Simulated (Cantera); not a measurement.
What does this Cantera script print?

```python
import numpy as np
import cantera as ct

gas_names = """
    CL CL2 H HCL H2 N NH NH2 NH3 N2 N2H2 N2H4 Si SiCL SiCL2 SiCL3 SiCL4 SiH SiHCL3 SiH2 SiH2CL2 SiH3
    SiH3CL SiH4 SiN Si2 Si2N Si3
""".split()
cond_names = """
    NH4CL(a) NH4CL(b) Si(cr) Si(L) Si3N4(a)
""".split()


# ... load() reads the species with a 1 bar reference pressure and builds the phases ...
atoms = {
    'SiH2Cl2': {'Si': 1, 'H': 2, 'CL': 2},
    'N2': {'N': 2},
    'H2': {'H': 2},
}
top_T = {'Si3N4(a)': 2400}  # K; cautious upper limits of use, not melting points


# ... equilibrate(T, P, feed) seeds the gas with the atoms and calls Mixture.equilibrate('TP', solver="vcs", rtol=1e-11, max_steps=5000) ...
results = []
feed = {'SiH2Cl2': 1, 'N2': 2.6, 'H2': 3.8}  # mol
T = 823.15  # K
P = 10000  # Pa
mix = equilibrate(T, P, feed)
results.append((T, P, feed, dict(zip(mix.species_names, mix.species_moles))))
x = sorted(zip(gas.X, gas.species_names), reverse=True)
print(f"T = {T:g} K  P = {P:g} Pa  gas = {mix.phase_moles(0):.4g} mol")
print("   x: " + "  ".join(f"{s} {v:.3e}" for v, s in x if v > 0.001))
print("   condensed (mol): " + ("  ".join(f"{mix.phase(i).name} {mix.phase_moles(i):.4g}"
      for i in range(1, mix.n_phases) if mix.phase_moles(i) > 1e-12) or "none"))
```

Result:

```
T = 823.15 K  P = 10000 Pa  gas = 7.711 mol
   x: H2 5.095e-01  N2 2.563e-01  HCL 2.257e-01  SiCL4 8.388e-03
   condensed (mol): Si3N4(a) 0.3117
```

Equilibrium computed with Cantera from the NASA thermochemical tables; the gas is ideal and each condensed phase is pure. N2 is the only nitrogen source here; it is nearly inert below about 1500 K, so the nitride shown seldom forms there in practice.
